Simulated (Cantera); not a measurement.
Charge: 1 mol SiO2, 3.9 mol CH4, 0.26 mol N2, equilibrated at 100000 Pa.

Equilibrium computed with Cantera from the NASA thermochemical tables; the gas is ideal and each condensed phase is pure. Candidate condensed phases: C, C6H6, C7H8, C8H18, H2O, Si, SiC, SiO2, Si2N2O, Si3N4; 151 gas species. Kinetics and transport are ignored. All values below are at 1750 K.

Base state: H2 0.774, CO 0.198, N2 0.0255, SiO 0.000948, HCN 0.000671, CH4 0.000547, H 0.000205, C2H2 (acetylene) 8.89e-5 (mole fractions); condensed: C(graphite) + SiC(s).

**Question.** What changes in the equilibrium state with this change: pressure from 100000 Pa to 10.0 Pa?

**Answer.** 
```tsv
species	before	after
H2	0.774	0.757
CO	0.198	0.196
N2	0.0255	0.0252
H	0.000205	0.0202
SiO	0.000948	0.000938
CH4	0.000547	5.23e-8
H2O	5.64e-5	5.45e-9
C(graphite), mol	0.905	0.913
SiC(s), mol	0.990	0.987
```
